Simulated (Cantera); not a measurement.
An isothermal, constant-pressure homogeneous reactor starts with CH3OH : O2 : N2 = 0.004 : 0.036 : 1 (molar parts), equivalence ratio 0.17, at 1275 K and 1.00 bar.

Model: GRI-Mech 3.0 (53 species, 325 reactions), integrated in Cantera. GRI-Mech 3.0 was tuned for natural gas; its chemistry of methanol as a main component is partial and can be far from experiment.

Predict: x(O2) at 6.00 s; x(NO) at 6.00 s.


```json
{
  "x(O2) at 6.00 s": "0.0288 (gas-phase equilibrium 0.0287)",
  "x(NO) at 6.00 s": "1.20e-7 (gas-phase equilibrium 0.000138)"
}
```
